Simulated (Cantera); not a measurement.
A perfectly stirred reactor is fed with CH₄ : C₂H₆ : C₃H₈ : O₂ : N₂ = 1 : 0.22 : 0.6 : 3.61 : 13.6 (molar parts), at 4.50 bar; it is adiabatic with a 600 K inlet, and is followed from long to short residence time, starting on the burning branch (τ in s: 0.13, 0.06, 0.027, 0.012, 0.0052, 0.0023, 0.001, 0.00045, 0.0002, 8.9e-05, 4e-05).

Detailed kinetics in Cantera: GRI-Mech 3.0 (53 species, 325 reactions). GRI-Mech 3.0 was tuned for natural gas; its chemistry of propane as a main component is partial and can be far from experiment.

One state of this run: T (K) = 2064; x CH₄ = 0.00438; x C₂H₆ = 2.91e-5; x C₃H₈ = 1.99e-5; x NO = 3.56e-5; x O = 1.29e-5; x NO₂ = 2.35e-9. x: mole fraction; the columns are a selection and need not sum to one.

**Question.** Which value of τ (s) does it belong to?
A. 0.060
B. 0.00045
C. 0.00020
D. 0.0052

**Answer.** B, 0.00045
